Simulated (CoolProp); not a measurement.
n-nonane along the isobar 0.101 MPa: fugacity coefficient from the reference equation and from simpler models built on Tc = 321.4 °C, pc = 2.282 MPa, ω = 0.443; each cubic takes its own stable root.

Values from CoolProp's reference Helmholtz-energy equation of state, Lemmon 2006. It is a short technical equation, of lower accuracy than the large ones.

```json
[
 {"T (°C)": "188.65", "phase": "gas", "reference": "0.9604"},
 {"T (°C)": "200.15", "phase": "gas", "reference": "0.9639"},
 {"T (°C)": "211.65", "phase": "gas", "reference": "0.9670"},
 {"T (°C)": "223.15", "phase": "gas", "reference": "0.9698"},
 {"T (°C)": "234.65", "phase": "gas", "reference": "0.9722"},
 {"T (°C)": "246.25", "phase": "gas", "reference": "0.9745"},
 {"T (°C)": "257.75", "phase": "gas", "reference": "0.9765"},
 {"T (°C)": "269.25", "phase": "gas", "reference": "0.9783"},
 {"T (°C)": "280.75", "phase": "gas", "reference": "0.9799"},
 {"T (°C)": "292.25", "phase": "gas", "reference": "0.9814"},
 {"T (°C)": "303.85", "phase": "gas", "reference": "0.9827"},
 {"T (°C)": "315.35", "phase": "gas", "reference": "0.9840"},
 {"T (°C)": "326.85", "phase": "gas", "reference": "0.9851"}
]
```

How far does each simpler model (van der Waals, Redlich-Kwong, Soave-Redlich-Kwong, Peng-Robinson) lie from the reference over these 13 states: mean and median of the absolute difference, and the worst?


- van der Waals: mean 0.8 %, median 0.6 %, worst +1.6 % at 188.65 °C and 0.101 MPa
- Redlich-Kwong: mean 0.4 %, median 0.3 %, worst +0.9 % at 188.65 °C and 0.101 MPa
- Soave-Redlich-Kwong: mean 0.2 %, median 0.1 %, worst +0.4 % at 188.65 °C and 0.101 MPa
- Peng-Robinson: mean 0.1 %, median 0.1 %, worst +0.2 % at 188.65 °C and 0.101 MPa
